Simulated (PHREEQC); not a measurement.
# Copper plating or etch bath

Solution (25 °C): 0.0033 mol Cu(BF4)2, 0.3 mol HCl and 0.018 mol H3BO3 per kg of water. Closed to the air; pH follows from the charge balance.

Equilibrium calculation in PHREEQC: ion-association model, wateq4f.dat.

Precipitation was switched off in this run.

Q: Estimate the pH.

A: pH 0.63.

Q: In which forms is B present?

A: H3BO3 78 %, BF4- 20 %, BF3OH- 1.3 % of the B.

Species that the database lacks are ignored. Real BF4- forms and hydrolyses slowly; the run takes it at equilibrium.
